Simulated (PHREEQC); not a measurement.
Make-up at 55 °C: 180 mmol/kgw Mg(NO3)2. It is in equilibrium with CO2 at log p = -3.4 (atm). Otherwise closed; pH follows from the charge balance.

The numbers come from PHREEQC with the ion-association model, phreeqc.dat.

Precipitation was switched off in this run.

Task: Order these C species by the share of C that they hold, largest first: HCO3-, MgHCO3+, CO2.

Result: CO2 (67 %), HCO3- (19 %), MgHCO3+ (14 %)

The pH is 5.51 and the ionic strength 0.540 mol/kgw. Constants without temperature data keep their 25 °C values here.
